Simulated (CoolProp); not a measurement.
Vapour-liquid equilibrium of R134a (1) + methanol (2) at 80.1 kPa; x and y are mole fractions of (1).

Computed with CoolProp (multi-fluid Helmholtz-energy mixture model, Tillner-Roth 1994 and de Reuck 1993; pair parameters Bell 2016).

### Question
Give the bubble temperature and the first vapour's composition at x = 0.275, 0.725, 0.95. Is there an azeotrope?

### Answer
x = 0.275: -19.4 °C, y = 0.988; x = 0.725: -26.0 °C, y = 0.994; x = 0.95: -30.1 °C, y = 0.999. No azeotrope shows between x = 0.05 and 0.95.

The pair parameters rest on a limited set of measurements; away from them the model extrapolates. With so large a gap from Raoult's law the liquid may split in two, which this calculation doesn't test in full.
